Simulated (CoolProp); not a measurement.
500 sccm (0 °C, 1 atm) of nitrogen bubbles through liquid octamethylcyclotetrasiloxane (D4) at 314.2 K and leaves saturated at a total pressure of 0.00748 MPa (ideal gas phase). Each further row changes one setting.

Values from CoolProp's reference Helmholtz-energy equation of state, Thol 2015.

```tsv
case	vapour pressure (kPa)	mole fraction of vapour	delivery (mg/min)	delivery (sccm)	change of delivery for a bath 1 K warmer (%)
as stated	0.411	0.0549	384	29.0	…
bath temperature 319.2 K	…	…	540	40.8	7.0
total pressure 0.015 MPa	0.411	0.0274	…	…	…
```

Problem. Complete the blanks.

Solution. 
- as stated, change of delivery for a bath 1 K warmer (%): 7.1
- bath temperature 319.2 K, vapour pressure (kPa): 0.564
- bath temperature 319.2 K, mole fraction of vapour: 0.0755
- total pressure 0.015 MPa, delivery (mg/min): 186
- total pressure 0.015 MPa, delivery (sccm): 14.1
- total pressure 0.015 MPa, change of delivery for a bath 1 K warmer (%): 6.9
